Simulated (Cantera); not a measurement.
Premixed flame

A freely propagating, adiabatic, planar premixed flame of 7.75 % CH₄, 19.4 % O₂, 72.9 % N₂, equivalence ratio 0.80, unburnt at 375 K and 0.110 bar; mixture-averaged transport, grid criteria slope 0.08 and curve 0.16, no radiation.

Detailed kinetics in Cantera: GRI-Mech 3.0 (53 species, 325 reactions). Burning velocities carry a grid error of a few per cent, more on coarse grids.

```
z (mm)  T (K)  u (m/s)     x CH₄    x O₂     x NO    x CH₂O    x C₂H₆    x CH₂
------  -----  -------  --------  ------  -------  --------  --------  -------
-8.77     375    0.745    0.0775   0.194    <1e-8     <1e-8     <1e-8    <1e-8
-5.85     375    0.746    0.0774   0.194    <1e-8   1.09e-7   2.91e-8    <1e-8
-4.39     377    0.751    0.0772   0.193    <1e-8   1.20e-6   4.16e-7    <1e-8
-2.92     407    0.814    0.0754   0.191  1.14e-8   2.13e-5   1.59e-5    <1e-8
-1.46     732     1.48    0.0577   0.168  2.40e-7  0.000215  0.000382  2.53e-7
-0.731   1108     2.26    0.0337   0.134  6.53e-7  0.000600  0.000499  5.89e-6
0        1472     3.03   0.00932  0.0911  1.43e-6  0.000606   5.51e-5  2.48e-5
0.731    1620     3.34  0.000950  0.0653  2.38e-6  0.000116   3.57e-7  5.98e-6
1.46     1653     3.40   5.55e-5  0.0558  3.02e-6   7.76e-6     <1e-8  3.90e-7
2.92     1682     3.44   1.62e-7  0.0504  3.82e-6   2.39e-8     <1e-8    <1e-8
5.85     1719     3.50     <1e-8  0.0477  5.04e-6     <1e-8     <1e-8    <1e-8
11.7     1768     3.59     <1e-8  0.0462  7.13e-6     <1e-8     <1e-8    <1e-8
23.4     1831     3.70     <1e-8  0.0447  1.06e-5     <1e-8     <1e-8    <1e-8
```
x: mole fraction of selected species; z is measured from the peak of heat release.

```json
{
  "laminar_burning_velocity": "74.5 cm/s",
  "thermal_thickness": "2.92 mm",
  "peak x(CH₂O)": "0.000733",
  "peak x(C₂H₆)": "0.000562",
  "peak x(CH₂)": "2.49e-5",
  "grid_points": "152"
}
```
